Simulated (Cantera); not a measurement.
Input (Python, Cantera):

```python
import numpy as np
import cantera as ct

gas = ct.Solution("gri30.yaml")


def delay(T, t_max=10):
    gas.TPX = T, 1100000, {'CH4': 1, 'CO': 0.059, 'O2': 1.04, 'N2': 3.45}
    reactor = ct.IdealGasReactor(gas, clone=False)
    net = ct.ReactorNet([reactor])
    net.rtol, net.atol = 1e-8, 1e-16
    while net.time < t_max:
        t_old, T_old = net.time, reactor.T
        net.step()
        if reactor.T > T + 400:  # ignition: a rise of 400 K
            return t_old + (T + 400 - T_old) / (reactor.T - T_old) * (net.time - t_old)
    return np.nan


taus = []
for T in [1123, 1173, 1223, 1273, 1323, 1373]:
    taus.append(delay(T))
    print(f"T0 = {T:6g} K   tau = {taus[-1]:.4e} s")
```

It prints:

```
T0 =   1123 K   tau = 1.6730e-02 s
T0 =   1173 K   tau = 8.3732e-03 s
T0 =   1223 K   tau = 4.3668e-03 s
T0 =   1273 K   tau = 2.3580e-03 s
T0 =   1323 K   tau = 1.3124e-03 s
T0 =   1373 K   tau = 7.4992e-04 s
```

Model: GRI-Mech 3.0 (53 species, 325 reactions), integrated in Cantera.
